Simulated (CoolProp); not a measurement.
The fluid at 293.15 K and 0.526 MPa is compressed adiabatically to 1.78 MPa with isentropic efficiency 0.75. The same conditions are run with several fluids, on thermodynamics alone (safety and materials aside).

Values from CoolProp's reference Helmholtz-energy equation of state of each fluid (C2F6 (R116): Lemmon 2006; R410A: Lemmon 2003; nitrogen: Span 2000; nitrous oxide: Lemmon 2006; sulfur hexafluoride: Guder 2009). Blends and air are pseudo-pure fits.

| fluid | work (kJ/kg) | final temperature (K) | final density (kg/m³) |
|---|---|---|---|
| C2F6 (R116) | 27.4 | … | 101 |
| R410A | 53.9 | 365.9 | … |
| nitrogen | 170 | 455.6 | 13.1 |
| nitrous oxide | … | 405.1 | … |
| sulfur hexafluoride | 25.8 | 339.0 | 107 |

Complete the blanks.


- C2F6 (R116), final temperature (K): 335.4
- R410A, final density (kg/m³): 48.0
- nitrous oxide, work (kJ/kg): 99.2
- nitrous oxide, final density (kg/m³): 24.1
